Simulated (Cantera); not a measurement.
Source: NASA polynomial tables (part measured, part estimated), evaluated in Cantera. Values are per mole of reaction as written; species without (g) are pure solids or liquids, kept so even where they would boil at 1 bar.

CaCl2 = 2 Cl(g) + Ca(g), with ΔH° = 1216.2 kJ and ΔS° = 380.6 J/K at 300 K.

How far is the shortcut ΔG° ≈ ΔH°(300 K) − T·ΔS°(300 K) from the full temperature-dependent value at 1500, 1600, 1700, 1800, 1900, 2000, 2100, 2200, 2300 K?


```csv
T (K),shortcut (kJ),full (kJ),difference (kJ),difference in log10 K,condensed phases
1500,645.3,674.3,-29.0,1.01,CaCl2(l)
1600,607.3,642.1,-34.8,1.14,CaCl2(l)
1700,569.2,610.0,-40.8,1.25,CaCl2(l)
1800,531.1,578.2,-47.1,1.37,CaCl2(l)
1900,493.1,546.7,-53.6,1.47,CaCl2(l)
2000,455.0,515.3,-60.3,1.57,CaCl2(l)
2100,417.0,484.1,-67.2,1.67,CaCl2(l)
2200,378.9,453.1,-74.2,1.76,CaCl2(l)
2300,340.8,422.3,-81.5,1.85,CaCl2(l)
```
The shortcut ignores heat capacities and the phase changes listed.
